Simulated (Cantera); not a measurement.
A Cantera script and its output.

```python
import numpy as np
import cantera as ct

gas = ct.Solution("SiF4_NH3_mec.yaml", "gas")
gas.TPX = 1623, 1333, {'NH3': 1, 'N2': 0.68}
reactor = ct.IdealGasConstPressureReactor(gas, energy="off", clone=False)
net = ct.ReactorNet([reactor])
net.rtol, net.atol = 1e-08, 1e-18
show = ['NH3', 'H2', 'NH2', 'N2H2', 'N', 'NH']
times = np.geomspace(1e-06, 10, 9)

steps = ct.SolutionArray(gas, extra=["t"])
rows = []
print(f"{'t/s':>10s}{'T/K':>9s}{'P/Pa':>11s}" + "".join(f"{s:>11s}" for s in show))
for t in times:
    while net.time < t:
        t_next = net.step()
        steps.append(gas.state, t=t_next)
    rows.append([np.interp(t, steps.t, y) for y in (steps.T, steps.P, *steps(*show).X.T)])
    print(f"{t:10.3e}{rows[-1][0]:9.1f}{rows[-1][1]:11.4g}" + "".join(f"{x:11.3e}" for x in rows[-1][2:]))
rate = np.gradient(steps.T, steps.t)
print("integrator steps:", len(steps.t))
if steps.T.max() > steps.T[0] + 200:
    print(f"time of steepest temperature rise: {steps.t[rate.argmax()]:.4e} s")
gas.TPX = 1623, 1333, {'NH3': 1, 'N2': 0.68}
gas.equilibrate("TP")
print(f"equilibrium (TP): T = {gas.T:.1f} K  " + "  ".join(f"{s} {gas[s].X[0]:.3e}" for s in show))
```

Result:

```
       t/s      T/K       P/Pa        NH3         H2        NH2       N2H2          N         NH
 1.000e-06   1623.0       1333  5.952e-01  1.913e-11  5.388e-10  5.948e-21  4.287e-28  2.370e-19
 7.499e-06   1623.0       1333  5.952e-01  9.189e-10  4.816e-09  2.703e-18  3.995e-24  8.437e-17
 5.623e-05   1623.0       1333  5.952e-01  2.241e-08  5.163e-08  2.213e-15  2.054e-20  1.963e-14
 4.217e-04   1623.0       1333  5.952e-01  2.122e-07  4.314e-07  1.132e-12  1.630e-17  1.839e-12
 3.162e-03   1623.0       1333  5.952e-01  1.638e-06  3.279e-06  2.708e-10  1.432e-14  2.321e-10
 2.371e-02   1623.0       1333  5.952e-01  1.306e-05  2.456e-05  2.443e-08  6.326e-12  2.105e-08
 1.778e-01   1623.0       1333  5.947e-01  4.251e-04  1.620e-04  1.248e-06  4.262e-10  4.858e-07
 1.334e+00   1623.0       1333  5.835e-01  1.093e-02  2.032e-04  2.124e-06  8.941e-09  9.182e-07
 1.000e+01   1623.0       1333  5.093e-01  8.067e-02  1.659e-04  1.596e-06  4.440e-08  1.219e-06
integrator steps: 750
equilibrium (TP): T = 1623.0 K  NH3 1.608e-07  H2 5.593e-01  NH2 3.131e-10  N2H2 5.317e-16  N 6.378e-12  NH 1.774e-11
```

Detailed kinetics in Cantera: the gas-phase N/H chemistry of the illustrative SiF4/NH3 mechanism in the Surface Chemkin manual (1991). Walls and surfaces, which speed up NH3 decomposition in real reactors, are not modelled.
